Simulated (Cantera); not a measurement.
Feed: 1 mol CuO, 0.56 mol CH4, 1.9 mol H2, held at 552 °C and 15.0 mbar.

Method: chemical equilibrium by Gibbs-energy minimisation in Cantera with the NASA 1993 tables (ideal gas, pure condensed phases). Candidate condensed phases: C, C6H6, C7H8, C8H18, Cu, CuO, Cu(OH)2, Cu2O, H2O; 113 gas species. Equilibrium is a limit: real reactors are often held back by kinetics, nucleation or transport.

Base state: H2 0.761, CO 0.112, H2O 0.0818, CO2 0.0431, CH4 0.00156 (mole fractions); condensed: Cu(s).

Task: What changes in the equilibrium state with this change: temperature from 552 °C to 1975 °C?

Result: 
```tsv
species	before	after
H2	0.761	0.533
Cu	<1e-9	0.213
CO	0.112	0.116
H	<1e-9	0.0438
CO2	0.0431	0.00357
H2O	0.0818	0.0892
CH4	0.00156	<1e-9
OH	<1e-9	0.00110
Cu2	<1e-9	0.000178
O	<1e-9	6.22e-5
Cu(s), mol	1.00	0
```
